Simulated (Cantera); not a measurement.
A freely propagating, adiabatic, planar premixed flame of H2 : O2 : N2 = 1 : 0.521 : 1.93 (molar parts), unburnt at 400 K and 2850 Torr; unity-Lewis-number transport, grid criteria slope 0.08 and curve 0.16, no radiation.

Model: the H2/O2 subset of GRI-Mech 3.0, which has no nitrogen chemistry, integrated in Cantera. The hydrogen kinetics of GRI-Mech 3.0 are dated; newer H2 mechanisms differ, most at raised pressure. Unity Lewis numbers drop preferential diffusion, which matters most where H2 and H carry the flame. Burning velocities carry a grid error of a few per cent, more on coarse grids.

Predict: laminar burning velocity; thermal thickness; peak x(HO2); peak x(O); peak x(OH).


| Quantity | Result |
|---|---|
| laminar burning velocity | 264 cm/s |
| thermal thickness | 0.0635 mm |
| peak x(HO2) | 0.000682 |
| peak x(O) | 0.00873 |
| peak x(OH) | 0.0163 |
